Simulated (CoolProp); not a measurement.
Vapour-liquid equilibrium of R125 (1) + propane (2) at 270.6 K; x and y are mole fractions of (1).

Computed with CoolProp (multi-fluid Helmholtz-energy mixture model, Lemmon 2005 and Lemmon 2009; pair parameters Bell 2016).

| x | bubble pressure, mixture model (MPa) | bubble pressure, Raoult's law (MPa) | y, mixture model | y, Raoult's law |
|---|---|---|---|---|
| 0.05 | 0.5242 | 0.4475 | 0.185 | 0.069 |
| 0.2 | 0.6716 | 0.4745 | 0.416 | 0.261 |
| 0.35 | 0.7322 | 0.5014 | 0.509 | 0.431 |
| 0.5 | 0.7573 | 0.5283 | 0.569 | 0.585 |
| 0.65 | 0.7624 | 0.5553 | 0.631 | 0.724 |
| 0.8 | 0.7412 | 0.5822 | 0.721 | 0.849 |
| 0.95 | 0.6652 | 0.6091 | 0.897 | 0.964 |

The largest gap from Raoult's law is +46.0 % in bubble pressure, at x = 0.35. y crosses x between x = 0.5 and 0.65: the model has an azeotrope there.

The pair parameters rest on a limited set of measurements; away from them the model extrapolates.
